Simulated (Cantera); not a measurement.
A perfectly stirred reactor is fed with H2 : O2 : N2 : NO = 1 : 0.769 : 7.31 : 0.012 (molar parts), at 1.01 bar; it is adiabatic with a 500 K inlet, and is followed from long to short residence time, starting on the burning branch (τ in s: 0.2, 0.09, 0.04, 0.018, 0.0079, 0.0035, 0.0015, 0.00068, 0.0003, 0.00013, 5.9e-05, 2.6e-05).

Cantera simulation using GRI-Mech 3.0 (53 species, 325 reactions); the numbers are that mechanism's predictions, not measurements. The mechanism lacks 2 NO + O2 → 2 NO2 and HONO, so NO2 and the effect of NO are under-described below about 1400 K.

One state of this run: T (K) = 1326; x H2 = 0.00225; x O2 = 0.0320; x NO = 0.00138; x OH = 0.000919; x HO2 = 1.61e-5; x H = 0.000612. x: mole fraction; the columns are a selection and need not sum to one.

### Question
Which value of τ (s) does it belong to?
(A) 0.00030
(B) 0.018
(C) 0.0035
(D) 0.00013

### Answer
C, 0.0035
